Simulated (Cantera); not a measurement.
What does this Cantera script print?

```python
import numpy as np
import cantera as ct

gas_names = [...]  # 123 gases of nasa_gas.yaml made of C, H, O, Si
cond_names = """
    C(gr) C6H6(L) C7H8(L) C8H18(L),n-octa H2O(s) H2O(L) Si(cr) Si(L) SiC(b) SiO2(Lqz) SiO2(hqz) SiO2(L)
""".split()


# ... load() reads the species with a 1 bar reference pressure and builds the phases ...
atoms = {
    'HMDSO': {'Si': 2, 'C': 6, 'H': 18, 'O': 1},
    'H2O': {'H': 2, 'O': 1},
}
top_T = {'C(gr)': 4500, 'SiC(b)': 3050}  # K; cautious upper limits of use, not melting points


# ... equilibrate(T, P, feed) seeds the gas with the atoms and calls Mixture.equilibrate('TP', solver="vcs", rtol=1e-11, max_steps=5000) ...
results = []
feed = {'HMDSO': 1, 'H2O': 3.1}  # mol
P = 350  # Pa
for T in [675, 750, 825, 900, 975, 1050, 1125, 1200, 1275, 1350, 1425, 1500, 1575, 1650]:
    mix = equilibrate(T, P, feed)
    results.append((T, P, feed, dict(zip(mix.species_names, mix.species_moles))))

top = {s: max(r[3][s] / sum(r[3][g] for g in gas_names) for r in results) for s in gas_names}
cols = sorted((s for s in top if top[s] > 1e-05), key=lambda s: -top[s])[:8]
seen = [c for c in cond_names if any(r[3].get(c, 0) > 1e-12 for r in results)]
print("log10 of partial pressures in bar; condensed amounts in mol")
print(f"{'T/K':>10s}" + "".join(f"{s[:9]:>10s}" for s in cols + seen))
for T, P, feed, n in results:
    ng = sum(n[g] for g in gas_names)
    print(f"{T:10.4g}" + "".join(f"{np.log10(max(n[s] / ng * P / 1e5, 1e-99)):10.3f}" for s in cols)
          + "".join(f"{n.get(c, 0):10.4g}" for c in seen))
```

Result:

```
log10 of partial pressures in bar; condensed amounts in mol
       T/K        H2        CO       CH4       H2O       SiO         H       CO2     C(gr)    SiC(b) SiO2(Lqz) SiO2(hqz)
       675    -2.480    -5.174    -3.796    -4.650   -30.134   -15.446    -6.265     5.446         0         2         0
       750    -2.464    -4.663    -4.424    -5.168   -25.265   -13.732    -6.580     5.795         0         2         0
       825    -2.461    -4.560    -4.965    -5.920   -20.976   -12.331    -7.467     5.867         0         2         0
       900    -2.460    -4.546    -5.426    -6.620   -17.345   -11.162    -8.344     5.888         0         0         2
       975    -2.460    -4.543    -5.820    -7.224   -14.270   -10.171    -9.104     5.895         0         0         2
      1050    -2.460    -4.542    -6.161    -7.743   -11.639    -9.321    -9.755     5.898         0         0         2
      1125    -2.460    -4.542    -6.459    -8.194    -9.365    -8.582   -10.318     5.899         0         0         2
      1200    -2.463    -4.264    -6.727    -8.313    -7.657    -7.936   -10.251     5.763   0.04559         0     1.954
      1275    -2.498    -3.491    -7.029    -7.923    -6.682    -7.381    -9.137     4.207     0.564         0     1.435
      1350    -2.581    -3.058    -7.569    -7.713    -5.734    -6.913    -8.483         0     1.964         0   0.02767
      1425    -2.583    -3.058    -8.061    -7.687    -4.967    -6.457    -8.519         0      1.95         0         0
      1500    -2.583    -3.058    -8.155    -8.006    -4.966    -6.046    -8.894         0      1.95         0         0
      1575    -2.583    -3.058    -8.241    -8.295    -4.966    -5.673    -9.233         0      1.95         0         0
      1650    -2.583    -3.058    -8.320    -8.557    -4.966    -5.333    -9.538         0      1.95         0         0
```

These are equilibrium values from Cantera (NASA tables, ideal gas, pure condensed phases), not measurements of a reactor. The feed counts by its element totals alone. Mutual solubility and eutectic melting of coexisting phases are not modelled. The tables hold silica as quartz up to 1696 K and as liquid above; real silica turns to tridymite and cristobalite and melts near 1996 K.
